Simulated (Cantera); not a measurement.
Charge: 1 mol C₂F₆, 0.04 mol F₂, 8.2 mol H₂, equilibrated at 1625 K and 0.100 bar.

Cantera equilibrium calculation (NASA polynomials, part measured and part estimated; ideal gas, pure solids and liquids). Candidate condensed phases: C, C₆H₆, C₇H₈, C₈H₁₈; 95 gas species. The feed counts by its element totals alone. Equilibrium is a limit: real reactors are often held back by kinetics, nucleation or transport.

Base state: HF 0.541, H₂ 0.459, H 0.000151, CH₄ 3.10e-5, C₂H₂ (acetylene) 1.63e-5 (mole fractions); condensed: C(graphite).

Q: What changes in the equilibrium state with this change: temperature from 1625 K to 823 K?

A: 
```csv
species,before,after
HF,0.541,0.550
H₂,0.459,0.432
CH₄,3.10e-5,0.0174
H,0.000151,<1e-9
C₂H₂ (acetylene),1.63e-5,<1e-9
"C(graphite), mol",2.00,1.81
```

Q: What changes in the equilibrium state with this change: H₂ from 8.2 to 0.89 mol?

A: 
```tsv
species	before	after
HF	0.541	0.623
CF₄	<1e-9	0.376
CF₂	<1e-9	0.000463
H₂	0.459	2.06e-8
CF₃	<1e-9	0.000108
CH₄	3.10e-5	<1e-9
C₂H₂ (acetylene)	1.63e-5	<1e-9
F	1.12e-8	6.12e-5
C(graphite), mol	2.00	0.924
```
Gases not in the tables: C₂F₆ and larger saturated fluorocarbons.

Q: What changes in the equilibrium state with this change: temperature from 1625 K to 2573 K?

A: 
```tsv
species	before	after
HF	0.541	0.522
H₂	0.459	0.403
H	0.000151	0.0689
C₂H	<1e-9	8.39e-5
C₄H₂	<1e-9	3.55e-5
F	1.12e-8	0.000225
C₃	<1e-9	1.50e-5
C(graphite), mol	2.00	1.86
```
